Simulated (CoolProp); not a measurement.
A simple Rankine cycle with n-pentane: condensing at 329.15 K, boiler at 1.05 MPa, turbine inlet 550.7 K, turbine efficiency 0.7, pump efficiency 0.6, no recuperator. Each further row changes one setting.

Computed with CoolProp (reference Helmholtz-energy equation of state, Thol 2019).

```
case                             thermal efficiency (%)  net work (kJ/kg)  heat in (kJ/kg)  turbine exit temperature (K)  volume ratio over the turbine
-------------------------------  ----------------------  ----------------  ---------------  ----------------------------  -----------------------------
as stated                                           8.1              67.9              837                         519.9                           5.47
turbine inlet 570.7 K                               7.9              70.8              894                         540.0                           5.44
condensing temperature 321.15 K                     9.1              77.6              857                         515.9                           6.94
boiler pressure 0.735 MPa                           6.5              55.0              843                         526.9                           3.80
turbine efficiency 0.6                              6.9              57.8              837                         523.8                           5.51
```
